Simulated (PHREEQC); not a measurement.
Model water analysis in mg/L, 20 °C, pH 3.65, pe 10.6:

| constituent | mg/L |
|---|---|
| Na | 40.8 |
| K | 4.35 |
| Ca | 65.1 |
| Mg | 23.6 |
| Cl | 73 |
| S(6) as SO4 | 270 |
| B | 0.0781 |
| Li | 0.0226 |

Valence states are taken as typed.

Model: ion-association model, phreeqc.dat, run in PHREEQC.

```yaml
ionic_strength: 0.0112 mol/kgw
specific_conductance: 763 µS/cm
total_alkalinity: -0.280 meq/kg
charge_balance_error: -2.4 %
```

| species | molality | activity | log γ |
|---|---|---|---|
| SO4-2 | 0.00235 | 0.00154 | -0.183 |
| Cl- | 0.00206 | 0.00185 | -0.047 |
| Na+ | 0.00176 | 0.00159 | -0.046 |
| Ca+2 | 0.00138 | 0.000913 | -0.181 |
| Mg+2 | 0.000802 | 0.000533 | -0.178 |
| H+ | 0.000246 | 0.000224 | -0.041 |
| CaSO4 | 0.000241 | 0.000241 | 0.001 |
| MgSO4 | 0.000169 | 0.000169 | 0.001 |
| K+ | 0.000110 | 9.88e-5 | -0.048 |
| HSO4- | 3.36e-5 | 3.02e-5 | -0.047 |
| NaSO4- | 1.32e-5 | 1.19e-5 | -0.045 |

This is a speciation only: nothing precipitates in the calculation.
